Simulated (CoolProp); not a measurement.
Model: reference Helmholtz-energy equation of state, Lemmon 2006, in CoolProp. It is a short technical equation, of lower accuracy than the large ones.

### Question
For isopentane, give the phase and the density (kg/m³), cv (kJ/(kg K)) at -50.55 °C and 0.151 MPa.

### Answer
- -50.55 °C and 0.151 MPa: liquid; density 687, cv 1.42
